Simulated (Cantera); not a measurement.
A perfectly stirred reactor is fed with 5.48 % H₂, 94.5 % O₂, equivalence ratio 0.029, at 580 Pa; it is held at 1250 K, and followed from long to short residence time.

Cantera simulation using GRI-Mech 3.0 (53 species, 325 reactions); the numbers are that mechanism's predictions, not measurements. Radical loss at walls, strong at low pressure, is not modelled. The temperature is held fixed by assumption; the heat of reaction is taken as removed at once.

Q: Predict: x(H₂) at τ = 1.10 s; x(O₂) at τ = 1.10 s; x(H₂O₂) at τ = 1.10 s; x(H) at τ = 1.10 s; x(O) at τ = 1.10 s; x(H₂) at τ = 12.0 ms; x(O₂) at τ = 12.0 ms; x(H₂O₂) at τ = 12.0 ms; x(H) at τ = 12.0 ms; x(O) at τ = 12.0 ms.

A: 
| Item | Result |
|---|---|
| x(H₂) at τ = 1.10 s | 0.000356 |
| x(O₂) at τ = 1.10 s | 0.933 |
| x(H₂O₂) at τ = 1.10 s | 3.62e-8 |
| x(H) at τ = 1.10 s | 0.00119 |
| x(O) at τ = 1.10 s | 0.00967 |
| x(H₂) at τ = 12.0 ms | 0.00338 |
| x(O₂) at τ = 12.0 ms | 0.906 |
| x(H₂O₂) at τ = 12.0 ms | 5.63e-8 |
| x(H) at τ = 12.0 ms | 0.00923 |
| x(O) at τ = 12.0 ms | 0.0317 |
